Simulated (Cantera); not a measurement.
Counterflow diffusion flame

A counterflow diffusion flame at 0.987 atm, nozzles 20 mm apart: fuel side 69.0 % CH₄, 15.9 % H₂, 15.2 % N₂ at 548 K, oxidiser side 17.0 % O₂, 83.0 % N₂ at 775 K, fuel mass flux 1 times the oxidiser's; mixture-averaged transport, no radiation.

Cantera simulation using GRI-Mech 3.0 (53 species, 325 reactions); the numbers are that mechanism's predictions, not measurements. GRI-Mech 3.0 has no aromatics or soot, which form on the fuel side of real flames. The maximum strain rate includes the flame's own expansion and is several times the mean.

```json
[
 {"oxidiser flux (kg/m²/s)": "0.6", "max strain (1/s)": "515", "mean strain (1/s)": "155", "T max (K)": "2054", "peak x OH": "0.00746", "peak x H": "0.00549", "peak x NO": "0.000183", "peak x CO": "0.0406", "peak x C₂H₂": "0.00908"},
 {"oxidiser flux (kg/m²/s)": "0.81", "max strain (1/s)": "687", "mean strain (1/s)": "209", "T max (K)": "2041", "peak x OH": "0.00741", "peak x H": "0.00573", "peak x NO": "0.000161", "peak x CO": "0.0406", "peak x C₂H₂": "0.00867"},
 {"oxidiser flux (kg/m²/s)": "1.1", "max strain (1/s)": "922", "mean strain (1/s)": "284", "T max (K)": "2024", "peak x OH": "0.00724", "peak x H": "0.00594", "peak x NO": "0.000137", "peak x CO": "0.0406", "peak x C₂H₂": "0.00815"},
 {"oxidiser flux (kg/m²/s)": "1.5", "max strain (1/s)": "1240", "mean strain (1/s)": "387", "T max (K)": "2005", "peak x OH": "0.00702", "peak x H": "0.00610", "peak x NO": "0.000112", "peak x CO": "0.0408", "peak x C₂H₂": "0.00754"},
 {"oxidiser flux (kg/m²/s)": "2", "max strain (1/s)": "1650", "mean strain (1/s)": "516", "T max (K)": "1985", "peak x OH": "0.00675", "peak x H": "0.00619", "peak x NO": "8.85e-5", "peak x CO": "0.0412", "peak x C₂H₂": "0.00685"},
 {"oxidiser flux (kg/m²/s)": "2.8", "max strain (1/s)": "2280", "mean strain (1/s)": "722", "T max (K)": "1953", "peak x OH": "0.00626", "peak x H": "0.00613", "peak x NO": "6.15e-5", "peak x CO": "0.0419", "peak x C₂H₂": "0.00578"},
 {"oxidiser flux (kg/m²/s)": "3.7", "max strain (1/s)": "2970", "mean strain (1/s)": "955", "T max (K)": "1918", "peak x OH": "0.00567", "peak x H": "0.00588", "peak x NO": "4.06e-5", "peak x CO": "0.0425", "peak x C₂H₂": "0.00465"}
]
```
x: mole fraction; the columns are a selection and need not sum to one.
